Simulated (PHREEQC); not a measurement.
Solution (73 °C): 0.25 mol/kgw NiSO4 and 0.15 mol/kgw NiCl2. Closed to the air; pH follows from the charge balance.

Model: ion-association model, wateq4f.dat, run in PHREEQC.

Each row changes one thing in this solution. No solid was allowed to form.

| case | pH | ionic strength (mol/kgw) | Cl- (mol/kgw) | Ni+2 (mol/kgw) | NiCl+ (mol/kgw) | NiCl2 (mol/kgw) |
|---|---|---|---|---|---|---|
| as made | 5.32 | 0.697 | 0.253 | 0.195 | 0.0283 | 0.00956 |
| NiSO4 left out | 5.04 | 0.390 | 0.266 | 0.124 | 0.0187 | ___ |
| 0.063 mol/kgw KCl added | 5.31 | 0.747 | 0.302 | 0.193 | 0.0340 | 0.0136 |
| 0.14 mol/kgw H3PO4 added | 2.01 | ___ | 0.247 | 0.218 | 0.0318 | 0.0104 |
| 0.035 mol/kgw KNO3 added | 5.30 | 0.732 | 0.252 | 0.197 | 0.0289 | 0.00966 |

Some entries are withheld; supply them.


- NiSO4 left out, NiCl2 (mol/kgw): 0.00744
- 0.14 mol/kgw H3PO4 added, ionic strength (mol/kgw): 0.763

The ionic strength passes 0.7 mol/kgw, the rough limit of the ion-association models, in 0.063 mol/kgw KCl added; 0.14 mol/kgw H3PO4 added; 0.035 mol/kgw KNO3 added. At this temperature some constants are extrapolated from 25 °C, and those without enthalpy data are left unchanged.
